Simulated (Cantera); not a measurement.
## Calcination and drying: MgSO₄ + H₂O + H₂ + C

Charge: 1 mol MgSO₄, 0.27 mol H₂O, 0.011 mol H₂, 0.082 mol C, at 101000 Pa.

Equilibrium computed with Cantera from the NASA thermochemical tables; the gas is ideal and each condensed phase is pure. Candidate condensed phases: C, C₆H₆, C₇H₈, C₈H₁₈, H₂O, H₂SO₄, Mg, MgCO₃, MgO, Mg(OH)₂, MgS, MgSO₄, S; 130 gas species. Mutual solubility and eutectic melting of coexisting phases are not modelled. Kinetics and transport are ignored.

| T (K) | x SO₂ | x H₂O | x O₂ | x CO₂ | x SO₃ | n MgO(s) | n MgSO₄(s) |
|---|---|---|---|---|---|---|---|
| 1000 | 0.325 | 0.522 | 7.24e-11 | 0.152 | 5.03e-6 | 0.175 | 0.825 |
| 1100 | 0.325 | 0.522 | 2.56e-7 | 0.152 | 0.000103 | 0.175 | 0.825 |
| 1200 | 0.325 | 0.521 | 0.000220 | 0.152 | 0.00125 | 0.176 | 0.824 |
| 1300 | 0.371 | 0.441 | 0.0482 | 0.129 | 0.0100 | 0.243 | 0.757 |
| 1400 | 0.551 | 0.160 | 0.226 | 0.0466 | 0.0170 | 1.00 | 0 |
| 1500 | 0.556 | 0.159 | 0.228 | 0.0464 | 0.01000 | 1.00 | 0 |
| 1600 | 0.559 | 0.159 | 0.230 | 0.0463 | 0.00625 | 1.00 | 0 |
x: gas mole fraction; n: condensed amount in mol.

From 1000 K to 1300 K the condensed part is MgO(s) + MgSO₄(s). From 1400 K to 1600 K the condensed part is MgO(s).
